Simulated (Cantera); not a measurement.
Cantera run:

```python
import numpy as np
import cantera as ct

gas_names = [...]  # 123 gases of nasa_gas.yaml made of C, H, O, S
cond_names = """
    C(gr) C6H6(L) C7H8(L) C8H18(L),n-octa H2O(s) H2O(L) H2SO4(L) S(cr1) S(cr2) S(L)
""".split()


# ... load() reads the species with a 1 bar reference pressure and builds the phases ...
atoms = {
    'CS2': {'C': 1, 'S': 2},
    'H2': {'H': 2},
    'O2': {'O': 2},
}
top_T = {'C(gr)': 4500}  # K; cautious upper limits of use, not melting points


# ... equilibrate(T, P, feed) seeds the gas with the atoms and calls Mixture.equilibrate('TP', solver="vcs", rtol=1e-11, max_steps=5000) ...
results = []
T = 2900  # K
P = 24000  # Pa
for m in [0.38, 0.57, 0.86, 1.3, 2, 3, 4.5, 6.9]:
    feed = {'CS2': 1, 'H2': 1.1, 'O2': m}  # mol
    mix = equilibrate(T, P, feed)
    results.append((T, P, feed, dict(zip(mix.species_names, mix.species_moles))))

top = {s: max(r[3][s] / sum(r[3][g] for g in gas_names) for r in results) for s in gas_names}
cols = sorted((s for s in top if top[s] > 0.0001), key=lambda s: -top[s])[:8]
seen = [c for c in cond_names if any(r[3].get(c, 0) > 1e-12 for r in results)]
print("log10 of partial pressures in bar; condensed amounts in mol")
print(f"{'n(O2)':>10s}" + "".join(f"{s[:9]:>10s}" for s in cols + seen))
for T, P, feed, n in results:
    ng = sum(n[g] for g in gas_names)
    print(f"{feed['O2']:10.4g}" + "".join(f"{np.log10(max(n[s] / ng * P / 1e5, 1e-99)):10.3f}" for s in cols)
          + "".join(f"{n.get(c, 0):10.4g}" for c in seen))
```

It prints:

```
log10 of partial pressures in bar; condensed amounts in mol
     n(O2)        O2       SO2        CO        H2        SO        S2         S       H2O
      0.38   -11.899    -9.910    -1.271    -1.249    -5.346    -1.440    -1.448    -5.699
      0.57    -5.707    -3.707    -1.180    -1.297    -2.239    -1.416    -1.436    -2.650
      0.86    -4.328    -2.393    -1.209    -1.372    -1.615    -1.548    -1.503    -2.036
       1.3    -3.636    -1.820    -1.249    -1.469    -1.388    -1.785    -1.621    -1.787
         2    -2.953    -1.409    -1.309    -1.626    -1.318    -2.330    -1.893    -1.603
         3    -2.015    -1.154    -1.444    -1.963    -1.532    -3.695    -2.576    -1.470
       4.5    -1.330    -1.174    -1.687    -2.381    -1.895    -5.107    -3.282    -1.546
       6.9    -1.043    -1.307    -1.916    -2.701    -2.171    -5.945    -3.701    -1.723
```

Method: chemical equilibrium by Gibbs-energy minimisation in Cantera with the NASA 1993 tables (ideal gas, pure condensed phases).
